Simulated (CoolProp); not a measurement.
Vapour-liquid equilibrium of acetone (1) + ethanol (2) at 0.489 MPa; x and y are mole fractions of (1).

Model: multi-fluid Helmholtz-energy mixture model, Lemmon 2006 and Schroeder 2014; pair parameters Bell 2016, in CoolProp.

| x | bubble temperature (K) | y at the bubble point | dew temperature at overall composition x (K) | liquid density (mol/L) |
|---|---|---|---|---|
| 0.05 | 395.8 | 0.095 | (withheld) | 14.69 |
| 0.125 | 393.4 | 0.215 | 395.2 | 14.41 |
| 0.2 | 391.4 | 0.312 | 393.7 | 14.13 |
| 0.275 | 389.8 | 0.394 | 392.2 | 13.86 |
| 0.35 | (withheld) | 0.465 | 390.7 | 13.60 |
| 0.425 | 387.3 | 0.528 | 389.2 | (withheld) |
| 0.5 | 386.4 | 0.587 | 387.8 | 13.09 |
| 0.575 | 385.6 | 0.643 | 386.6 | 12.86 |
| 0.65 | 385.0 | 0.698 | 385.5 | 12.63 |
| 0.725 | 384.5 | 0.755 | 384.8 | 12.41 |
| 0.8 | 384.2 | 0.815 | 384.3 | 12.20 |
| 0.875 | 384.0 | 0.878 | 384.0 | 12.00 |
| 0.95 | 384.0 | 0.949 | 384.0 | 11.81 |

Complete the blanks.


- 0.05, dew temperature at overall composition x (K): 396.7
- 0.35, bubble temperature (K): 388.4
- 0.425, liquid density (mol/L): 13.34

y crosses x between x = 0.875 and 0.95: the model has an azeotrope there.

Pair parameters are fitted to limited data, so mixtures are less certain than the pure fluids.
